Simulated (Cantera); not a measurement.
An isothermal, constant-pressure homogeneous reactor starts with 0.524 % C2H6, 99.5 % N2, at 1025 K and 0.000938 atm.

Cantera simulation using GRI-Mech 3.0 (53 species, 325 reactions); the numbers are that mechanism's predictions, not measurements. GRI-Mech 3.0 stops at C3 and has no aromatics, soot or wall deposition, so with more carbon than oxygen in the feed, carbon stays in small species such as C2H2 where larger ones or solid carbon would form. Radical loss at walls, strong at low pressure, is not modelled.

x: mole fraction; the columns are a selection and need not sum to one.

| t (s) | x C2H6 | x H | x C2H | x CH3 | x C2H2 | x C2H4 |
|---|---|---|---|---|---|---|
| 8.00e-5 | 0.00524 | <1e-12 | <1e-12 | 7.43e-11 | <1e-12 | <1e-12 |
| 0.000208 | 0.00524 | <1e-12 | <1e-12 | 1.93e-10 | <1e-12 | <1e-12 |
| 0.000541 | 0.00524 | <1e-12 | <1e-12 | 5.03e-10 | <1e-12 | <1e-12 |
| 0.00141 | 0.00524 | <1e-12 | <1e-12 | 1.31e-9 | <1e-12 | <1e-12 |
| 0.00366 | 0.00524 | <1e-12 | <1e-12 | 3.40e-9 | <1e-12 | <1e-12 |
| 0.00953 | 0.00524 | 1.35e-12 | <1e-12 | 8.84e-9 | <1e-12 | 1.50e-12 |
| 0.0248 | 0.00524 | 1.54e-11 | <1e-12 | ? | <1e-12 | 2.44e-11 |
| 0.0645 | 0.00524 | 1.46e-10 | <1e-12 | 5.93e-8 | <1e-12 | 3.94e-10 |
| 0.168 | 0.00524 | 1.14e-9 | <1e-12 | 1.51e-7 | <1e-12 | 6.50e-9 |
| 0.437 | 0.00524 | 7.90e-9 | <1e-12 | 3.75e-7 | <1e-12 | 1.08e-7 |
| 1.14 | 0.00523 | 4.83e-8 | <1e-12 | 8.69e-7 | 3.13e-11 | 1.73e-6 |
| 2.96 | 0.00521 | 1.82e-7 | <1e-12 | 2.01e-6 | 4.33e-9 | 2.09e-5 |
| 7.69 | 0.00509 | 3.45e-7 | <1e-12 | 5.07e-6 | 1.95e-7 | 0.000135 |
| 20.0 | ? | ? | <1e-12 | ? | ? | ? |

Problem. Fill in the missing entries.

Solution. 
- 0.0248, x CH3: 2.29e-8
- 20.0, x C2H6: 0.00461
- 20.0, x H: 5.15e-7
- 20.0, x CH3: 8.79e-6
- 20.0, x C2H2: 4.13e-6
- 20.0, x C2H4: 0.000588
